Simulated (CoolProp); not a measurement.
Saturation properties of o-xylene.

Model: reference Helmholtz-energy equation of state, Zhou 2012, in CoolProp.

```csv
T (°C),p (MPa),liquid density (kg/m³),vapour Z,surface tension (mN/m),vapour viscosity (µPa s)
184.75,0.2647,728.4,0.9101,13.2,9.92
194.55,0.3248,717.8,0.8972,12.3,10.1
204.35,0.3948,706.8,0.8830,11.4,10.4
214.15,0.4757,695.5,0.8676,10.5,10.6
224.05,0.5696,683.7,0.8507,9.61,10.9
233.85,0.6757,671.5,0.8326,8.75,11.1
243.65,0.7961,658.8,0.8129,7.90,11.4
253.45,0.9320,645.4,0.7914,7.07,11.7
263.25,1.085,631.3,0.7681,6.26,12.0
273.05,1.255,616.3,0.7427,5.47,12.3
282.85,1.446,600.2,0.7149,4.70,12.6
```

It boils at 144.4 °C under 1 atm.

Viscosity comes from a separate model (Cao 2016). Surface tension comes from a separate correlation (Mulero 2014).
